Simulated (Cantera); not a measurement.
A perfectly stirred reactor is fed with H2 : O2 : N2 = 0.0082 : 1 : 0.57 (molar parts), equivalence ratio 0.0041, at 1330 Pa; it is held at 1000 K, and followed from long to short residence time.

Model: the H2/O2 subset of GRI-Mech 3.0, which has no nitrogen chemistry, integrated in Cantera. Radical loss at walls, strong at low pressure, is not modelled.

Question: What does this change do: H2 0.0082 to 0.0041 parts?

Answer: 
```json
[
 {"quantity": "x(H2) at τ = 28.0 s", "before": "1.95e-5", "after": "1.39e-5"},
 {"quantity": "x(O2) at τ = 28.0 s", "before": "0.633", "after": "0.635"},
 {"quantity": "x(HO2) at τ = 28.0 s", "before": "2.17e-7", "after": "1.45e-7"},
 {"quantity": "x(H2O) at τ = 28.0 s", "before": "0.00517", "after": "0.00258"},
 {"quantity": "x(O) at τ = 28.0 s", "before": "9.35e-5", "after": "7.32e-5"},
 {"quantity": "x(H2) at τ = 0.250 s", "before": "0.000264", "after": "0.000189"},
 {"quantity": "x(O2) at τ = 0.250 s", "before": "0.632", "after": "0.634"},
 {"quantity": "x(HO2) at τ = 0.250 s", "before": "1.23e-6", "after": "8.69e-7"},
 {"quantity": "x(H2O) at τ = 0.250 s", "before": "0.00479", "after": "0.00233"},
 {"quantity": "x(O) at τ = 0.250 s", "before": "0.00117", "after": "0.000770"}
]
```

Question: What does this change do: pressure from 1330 Pa to 2670 Pa?

Answer: 
| quantity | before | after |
|---|---|---|
| x(H2) at τ = 28.0 s | 1.95e-5 | 1.75e-5 |
| x(O2) at τ = 28.0 s | 0.633 | 0.633 |
| x(HO2) at τ = 28.0 s | 2.17e-7 | 2.45e-7 |
| x(H2O) at τ = 28.0 s | 0.00517 | 0.00518 |
| x(O) at τ = 28.0 s | 9.35e-5 | 3.80e-5 |
| x(H2) at τ = 0.250 s | 0.000264 | 0.000230 |
| x(O2) at τ = 0.250 s | 0.632 | 0.632 |
| x(HO2) at τ = 0.250 s | 1.23e-6 | 1.68e-6 |
| x(H2O) at τ = 0.250 s | 0.00479 | 0.00490 |
| x(O) at τ = 0.250 s | 0.00117 | 0.000547 |
